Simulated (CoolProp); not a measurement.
Model: reference Helmholtz-energy equation of state, de Reuck 1993, in CoolProp.

Task: For methanol, give the phase and the cp (kJ/(kg K)), viscosity (µPa s), conductivity (mW/(m K)) at 515.4 K and 688 kPa; 561.9 K and 688 kPa; 573.5 K and 688 kPa.

Result: 
- 515.4 K and 688 kPa: gas; cp 2.05, viscosity 16.8, conductivity 41.5
- 561.9 K and 688 kPa: gas; cp 2.10, viscosity 18.4, conductivity 48.0
- 573.5 K and 688 kPa: gas; cp 2.12, viscosity 18.8, conductivity 49.7

Viscosity comes from a separate model (Xiang 2006). Thermal conductivity comes from a separate model (Sykioti 2013).
